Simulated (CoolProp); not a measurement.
Methanol at 293.15 K and 1.28 MPa is throttled through a valve to 0.36 MPa with no heat exchange. Each further row changes one setting.

The numbers come from the reference Helmholtz-energy equation of state, de Reuck 1993 in CoolProp.

```tsv
case	temperature change (K)
as stated	+0.3
outlet pressure 0.108 MPa	+0.4
outlet pressure 0.468 MPa	+0.3
```
